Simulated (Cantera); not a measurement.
## Equilibrium for silicon nitride deposition: SiH4 + N2

Charge: 1 mol SiH4, 5.5 mol N2, equilibrated at 2023 K and 1000 Pa.

These are equilibrium values from Cantera (NASA tables, ideal gas, pure condensed phases), not measurements of a reactor. Candidate condensed phases: Si, Si3N4; 18 gas species. The tables' values for SiN are old estimates; treat these amounts as uncertain. Gases not in the tables: Si2H6 and higher silanes. Kinetics and transport are ignored.

The x(N2) comes out as 0.725, the x(H2) is 0.259 and the x(H) is 0.00966. The x(Si) is 0.00569, the x(SiH) comes out as 0.000186 and the x(Si2N) comes out as 0.000154. The x(SiN) comes out as 0.000119 and the x(Si2) is 6.23e-5. The x(SiH2) is 3.13e-5 and the n(Si(l)) is 0.951 mol. The gas amount is 7.582 mol.
